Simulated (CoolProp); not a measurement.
Decamethyltetrasiloxane (MD2M) at 293.15 K and 0.187 MPa is throttled through a valve to 0.0889 MPa with no heat exchange. Each further row changes one setting.

The numbers come from the reference Helmholtz-energy equation of state, Thol 2017 in CoolProp.

```csv
case,temperature change (K)
as stated,+0.0
outlet pressure 0.0267 MPa,+0.1
outlet pressure 0.116 MPa,+0.0
```
